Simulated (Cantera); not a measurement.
A Cantera script and what it prints.

```python
import numpy as np
import cantera as ct

gas_names = """
    C CN CO CO2 C2 CCN CNC C2N2 C2O C3 C3O2 C4 C4N2 C5 N NCO NO NO2 NO3 N2 N2O O O2 O3 Si SiC SiC2 SiN
    SiO SiO2 Si2 Si2C Si2N Si3
""".split()
cond_names = """
    C(gr) Si(cr) Si(L) SiC(b) SiO2(Lqz) SiO2(hqz) SiO2(L) Si2N2O(s) Si3N4(a)
""".split()


# ... load() reads the species with a 1 bar reference pressure and builds the phases ...
atoms = {
    'SiC': {'Si': 1, 'C': 1},
    'O2': {'O': 2},
    'N2': {'N': 2},
}
top_T = {'C(gr)': 4500, 'SiC(b)': 3050, 'Si2N2O(s)': 2100, 'Si3N4(a)': 2400}  # K; cautious upper limits of use, not melting points


# ... equilibrate(T, P, feed) seeds the gas with the atoms and calls Mixture.equilibrate('TP', solver="vcs", rtol=1e-11, max_steps=5000) ...
results = []
feed = {'SiC': 1, 'O2': 0.0042, 'N2': 70}  # mol
P = 101325  # Pa
for T in [1048, 1098, 1148, 1198, 1248, 1298, 1348, 1398, 1448, 1498, 1548, 1598]:
    mix = equilibrate(T, P, feed)
    results.append((T, P, feed, dict(zip(mix.species_names, mix.species_moles))))

top = {s: max(r[3][s] / sum(r[3][g] for g in gas_names) for r in results) for s in gas_names}
cols = sorted((s for s in top if top[s] > 1e-06), key=lambda s: -top[s])[:7]
seen = [c for c in cond_names if any(r[3].get(c, 0) > 1e-12 for r in results)]
print("log10 of partial pressures in bar; condensed amounts in mol")
print(f"{'T/K':>10s}" + "".join(f"{s[:9]:>10s}" for s in cols + seen))
for T, P, feed, n in results:
    ng = sum(n[g] for g in gas_names)
    print(f"{T:10.4g}" + "".join(f"{np.log10(max(n[s] / ng * P / 1e5, 1e-99)):10.3f}" for s in cols)
          + "".join(f"{n.get(c, 0):10.4g}" for c in seen))
```

Result:

```
log10 of partial pressures in bar; condensed amounts in mol
       T/K        N2        CO     C(gr) Si2N2O(s)  Si3N4(a)
      1048     0.006    -8.991         1    0.0084    0.3277
      1098     0.006    -8.240         1    0.0084    0.3277
      1148     0.006    -7.556         1  0.008398    0.3277
      1198     0.006    -6.930         1  0.008392    0.3277
      1248     0.006    -6.355         1   0.00837    0.3278
      1298     0.006    -5.825    0.9999  0.008298    0.3278
      1348     0.006    -5.335    0.9997  0.008083    0.3279
      1398     0.006    -4.880    0.9991  0.007498    0.3283
      1448     0.006    -4.458    0.9976  0.006015    0.3293
      1498     0.006    -4.064    0.9941  0.002496    0.3317
      1548     0.006    -3.911    0.9916         0    0.3333
      1598     0.006    -3.912    0.9916         0    0.3333
```

Method: chemical equilibrium by Gibbs-energy minimisation in Cantera with the NASA 1993 tables (ideal gas, pure condensed phases). N2 is the only nitrogen source here; it is nearly inert below about 1500 K, so the nitride shown seldom forms there in practice. Mutual solubility and eutectic melting of coexisting phases are not modelled.
